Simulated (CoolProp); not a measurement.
The numbers come from the reference Helmholtz-energy equation of state, Thol 2017 in CoolProp.

Problem. For octamethyltrisiloxane (MDM), give the phase and the Joule-Thomson coefficient (K/MPa), expansivity (1/kK) at 286.6 K and 6.01 bar; 279.9 K and 0.267 bar; 378.2 K and 71.6 bar.

Solution. 
- 286.6 K and 6.01 bar: liquid; Joule-Thomson coefficient -0.452, expansivity 1.19
- 279.9 K and 0.267 bar: liquid; Joule-Thomson coefficient -0.459, expansivity 1.19
- 378.2 K and 71.6 bar: liquid; Joule-Thomson coefficient -0.346, expansivity 1.30
